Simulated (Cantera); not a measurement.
A closed system holds: 1 mol Pb, 0.096 mol H2, equilibrated at 1448 K and 1.90 mbar.

Equilibrium computed with Cantera from the NASA thermochemical tables; the gas is ideal and each condensed phase is pure. Candidate condensed phases: Pb; 4 gas species. Kinetics and transport are ignored.

Base state: Pb 0.912, H2 0.0876, H 6.26e-5, Pb2 3.22e-5 (mole fractions); condensed: gas only.

**Question.** What changes in the equilibrium state with this change: temperature from 1448 K to 850 K?

**Answer.** 
```
species      before     after
----------  -------  --------
H2           0.0876     1.000
Pb            0.912  0.000168
H           6.26e-5     <1e-9
Pb2         3.22e-5     <1e-9
Pb(l), mol        0     1.000
```

**Question.** What changes in the equilibrium state with this change: temperature from 1448 K to 875 K?

**Answer.** 
| species | before | after |
|---|---|---|
| H2 | 0.0876 | 1.000 |
| Pb | 0.912 | 0.000355 |
| H | 6.26e-5 | 1.15e-9 |
| Pb2 | 3.22e-5 | <1e-9 |
| Pb(l), mol | 0 | 1.000 |

**Question.** What changes in the equilibrium state with this change: temperature from 1448 K to 1148.15 K?

**Answer.** 
| species | before | after |
|---|---|---|
| H2 | 0.0876 | 0.852 |
| Pb | 0.912 | 0.148 |
| Pb2 | 3.22e-5 | 3.17e-6 |
| H | 6.26e-5 | 1.52e-6 |
| Pb(l), mol | 0 | 0.983 |
